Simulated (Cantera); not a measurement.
Charge: 1 mol SiH2Cl2, 0.19 mol CH4, 3.7 mol H2, held at 1998.15 K.

Method: chemical equilibrium by Gibbs-energy minimisation in Cantera with the NASA 1993 tables (ideal gas, pure condensed phases). Candidate condensed phases: C, C6H6, C7H8, C8H18, Si, SiC; 109 gas species. Mutual solubility and eutectic melting of coexisting phases are not modelled. Gases not in the tables: Si2H6 and higher silanes. Equilibrium is a limit: real reactors are often held back by kinetics, nucleation or transport.

Task: What share of the Si ends up in condensed phases as a function of P (Pa), at 100, 220, 460, 1000, 2200, 4600, 10000, 22000, 46000, 100000?

Result: 
| P (Pa) | Si condensed (%) | as |
|---|---|---|
| 100 | 18.3 | SiC(s) |
| 220 | 34.2 | Si(l) + SiC(s) |
| 460 | 41.8 | Si(l) + SiC(s) |
| 1000 | 45.6 | Si(l) + SiC(s) |
| 2200 | 47.4 | Si(l) + SiC(s) |
| 4600 | 48.2 | Si(l) + SiC(s) |
| 10000 | 48.7 | Si(l) + SiC(s) |
| 22000 | 48.9 | Si(l) + SiC(s) |
| 46000 | 49.1 | Si(l) + SiC(s) |
| 100000 | 49.1 | Si(l) + SiC(s) |
